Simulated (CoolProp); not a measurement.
The fluoroketone C6F12O (FK-5-1-12) along the isotherm 226.85 °C: Z from the reference equation and from simpler models built on Tc = 168.7 °C, pc = 1.869 MPa, ω = 0.471; each cubic takes its own stable root.

Model: reference Helmholtz-energy equation of state, McLinden 2015, in CoolProp.

| p (MPa) | phase | reference |
|---|---|---|
| 0.0148 | gas | 0.9983 |
| 0.0217 | gas | 0.9974 |
| 0.0318 | gas | 0.9962 |
| 0.0467 | gas | 0.9945 |
| 0.0686 | gas | 0.9919 |
| 0.101 | gas | 0.9881 |
| 0.148 | gas | 0.9825 |
| 0.217 | gas | 0.9743 |
| 0.318 | gas | 0.9622 |
| 0.467 | gas | 0.9443 |
| 0.686 | gas | 0.9175 |
| 1.01 | gas | 0.8768 |
| 1.48 | gas | 0.8147 |
| 2.17 | supercritical | 0.7168 |
| 3.18 | supercritical | 0.5738 |
| 4.67 | supercritical | 0.4952 |

Problem. How far does each simpler model (van der Waals, Soave-Redlich-Kwong, Peng-Robinson) lie from the reference over these 16 states: mean and median of the absolute difference, and the worst?

Solution. 
- van der Waals: mean 2.2 %, median 0.0 %, worst -17.3 % at 226.85 °C and 3.18 MPa
- Soave-Redlich-Kwong: mean 1.8 %, median 0.2 %, worst +14.9 % at 226.85 °C and 4.67 MPa
- Peng-Robinson: mean 1.0 %, median 0.3 %, worst +6.8 % at 226.85 °C and 4.67 MPa
